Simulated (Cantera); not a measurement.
Charge: 1 mol Fe₃O₄, 3.3 mol CH₄, 0.48 mol H₂, held at 37.0 mbar.

Equilibrium computed with Cantera from the NASA thermochemical tables; the gas is ideal and each condensed phase is pure. Candidate condensed phases: C, C₆H₆, C₇H₈, C₈H₁₈, Fe, Fe(CO)₅, FeO, Fe(OH)₂, Fe(OH)₃, Fe₂O₃, Fe₃O₄, H₂O; 114 gas species. Kinetics and transport are ignored.

Q: At 2050 K, list the 5 most abundant gas species with their mole fractions, and the condensed phases.

A: H₂ 0.603, CO 0.305, H₂O 0.0595, Fe 0.0170, H 0.00916. Condensed: Fe(l).
